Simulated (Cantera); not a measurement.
Input (Python, Cantera) and output of one run.

```python
import numpy as np
import cantera as ct

gas_names = """
    H HNO HNO2 HNO3 HO2 H2 H2O H2O2 N NH NH2 NH3 NH2OH NO NO2 NO3 N2 N2H2 N2H4 N2O O OH O2 O3
""".split()
cond_names = """
    H2O(s) H2O(L)
""".split()


# ... load() reads the species with a 1 bar reference pressure and builds the phases ...
atoms = {
    'NH3': {'N': 1, 'H': 3},
    'H2': {'H': 2},
    'O2': {'O': 2},
}
top_T = {}  # K; cautious upper limits of use, not melting points


# ... equilibrate(T, P, feed) seeds the gas with the atoms and calls Mixture.equilibrate('TP', solver="vcs", rtol=1e-11, max_steps=5000) ...
results = []
feed = {'NH3': 1, 'H2': 9.7, 'O2': 0.72}  # mol
T = 1248  # K
P = 10000  # Pa
mix = equilibrate(T, P, feed)
results.append((T, P, feed, dict(zip(mix.species_names, mix.species_moles))))
x = sorted(zip(gas.X, gas.species_names), reverse=True)
print(f"T = {T:g} K  P = {P:g} Pa  gas = {mix.phase_moles(0):.4g} mol")
print("   x: " + "  ".join(f"{s} {v:.3e}" for v, s in x if v > 0.0001))
print("   condensed (mol): " + ("  ".join(f"{mix.phase(i).name} {mix.phase_moles(i):.4g}"
      for i in range(1, mix.n_phases) if mix.phase_moles(i) > 1e-12) or "none"))
```

Output:

```
T = 1248 K  P = 10000 Pa  gas = 11.7 mol
   x: H2 8.342e-01  H2O 1.231e-01  N2 4.273e-02
   condensed (mol): none
```

These are equilibrium values from Cantera (NASA tables, ideal gas, pure condensed phases), not measurements of a reactor.
